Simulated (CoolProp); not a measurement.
The fluid at 298.15 K and 0.174 MPa (gas) is heated at constant pressure to 401.1 K. The same conditions are run with several fluids, on thermodynamics alone (safety and materials aside).

Model: reference Helmholtz-energy equation of state of each fluid (carbon monoxide: Lemmon 2006; ethane: Bücker 2006; propylene: Lemmon 2013; R507A: Lemmon 2003; chloromethane (R40): Thol 2014), in CoolProp. Blends and air are pseudo-pure fits.

Rank carbon monoxide, ethane, propylene, R507A, chloromethane (R40) by heat (kJ/kg), highest first.

ethane (203), propylene (180), carbon monoxide (108), R507A (98.8), chloromethane (R40) (93.6)

```json
[
 {"fluid": "carbon monoxide", "final density (kg/m³)": "1.46"},
 {"fluid": "ethane", "final density (kg/m³)": "1.58"},
 {"fluid": "propylene", "final density (kg/m³)": "2.22"},
 {"fluid": "R507A", "final density (kg/m³)": "5.21"},
 {"fluid": "chloromethane (R40)", "final density (kg/m³)": "2.66"}
]
```
